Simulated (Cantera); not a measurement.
## Ammonia decomposition in nitride growth gas

An isothermal, constant-pressure homogeneous reactor starts with NH₃ : H₂ = 0.53 : 3.7 (molar parts), at 2325 K and 1.00 bar.

Cantera simulation using the gas-phase N/H chemistry of the illustrative SiF4/NH3 mechanism in the Surface Chemkin manual (1991); the numbers are that mechanism's predictions, not measurements. Walls and surfaces, which speed up NH3 decomposition in real reactors, are not modelled.

```csv
t (s),x NH₃,x H₂,x NH₂,x N₂,x N
1.00e-6,0.125,0.875,1.93e-5,2.01e-12,2.17e-11
5.66e-6,0.125,0.874,0.000107,1.20e-8,6.23e-9
3.21e-5,0.125,0.874,0.000567,2.81e-5,1.01e-6
0.000182,0.117,0.876,0.00109,0.00305,8.03e-6
0.00103,0.0782,0.897,0.000836,0.0204,8.19e-6
0.00583,0.00778,0.933,0.000178,0.0519,8.38e-6
0.0330,0.000132,0.934,4.81e-6,0.0553,5.85e-7
0.187,1.85e-5,0.934,6.74e-7,0.0554,8.22e-8
1.06,3.86e-6,0.934,1.41e-7,0.0554,1.72e-8
6.00,2.69e-6,0.934,9.84e-8,0.0554,1.20e-8
```
x: mole fraction; the columns are a selection and need not sum to one.

Equilibrium at this temperature and pressure: NH₃ 2.69e-6, H₂ 0.934, NH₂ 9.84e-8, N₂ 0.0554, N 1.20e-8 (gas phase only).
